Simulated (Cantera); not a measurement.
Feed: 1 mol TEOS, 6.1 mol H2O, 0.21 mol H2, 5.1 mol CO2, held at 227 °C and 4.43 Torr.

These are equilibrium values from Cantera (NASA tables, ideal gas, pure condensed phases), not measurements of a reactor. Candidate condensed phases: C, C6H6, C7H8, C8H18, H2O, Si, SiC, SiO2; 123 gas species. The feed counts by its element totals alone. Rates play no part.

Base state: H2O 0.575, CO2 0.217, CH4 0.118, H2 0.0894, CO 0.000246 (mole fractions); condensed: C(graphite) + SiO2(α-quartz).

Problem. What changes in the equilibrium state with this change: temperature from 227 °C to 427 °C?

Solution. 
| species | before | after |
|---|---|---|
| H2 | 0.0894 | 0.502 |
| CO2 | 0.217 | 0.252 |
| H2O | 0.575 | 0.131 |
| CH4 | 0.118 | 0.0126 |
| CO | 0.000246 | 0.103 |
| C(graphite), mol | 7.02 | 3.98 |
| SiO2(α-quartz), mol | 1.00 | 1.00 |
